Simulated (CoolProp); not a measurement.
The numbers come from the reference Helmholtz-energy equation of state, Leachman 2009 in CoolProp.

Question: For normal hydrogen, give the phase and the viscosity (µPa s) at -122.55 °C and 0.966 MPa; -45.85 °C and 0.966 MPa.

Answer: 
- -122.55 °C and 0.966 MPa: gas; viscosity 5.56
- -45.85 °C and 0.966 MPa: gas; viscosity 7.39

Viscosity comes from a separate model (Muzny 2013).
